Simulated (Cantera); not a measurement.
Feed: 1 mol PbO, 0.54 mol H₂, at 1600 K.

Equilibrium computed with Cantera from the NASA thermochemical tables; the gas is ideal and each condensed phase is pure. Candidate condensed phases: H₂O, Pb, PbO, PbO₂, Pb₃O₄; 12 gas species. Each liquid is taken as pure. Mutual solubility and eutectic melting of coexisting phases are not modelled. Gases not in the tables: (PbO)n polymers. The numbers say what is thermodynamically allowed, not how fast it happens.

Q: Which condensed phases are stable at each of these points (P (Pa)): 10, 52, 270, 1400, 7200, 37000, 190000, 1000000?

A: 
```tsv
P (Pa)	condensed phases	Pb condensed (%)
10	gas only	0.0
52	gas only	0.0
270	gas only	0.0
1400	gas only	0.0
7200	gas only	0.0
37000	Pb(l) + PbO(l)	82.8
190000	Pb(l) + PbO(l)	97.3
1000000	Pb(l) + PbO(l)	99.5
```

From 0.000100 bar to 0.0720 bar nothing is condensed. From 0.370 bar to 10.0 bar the condensed part is Pb(l) + PbO(l).
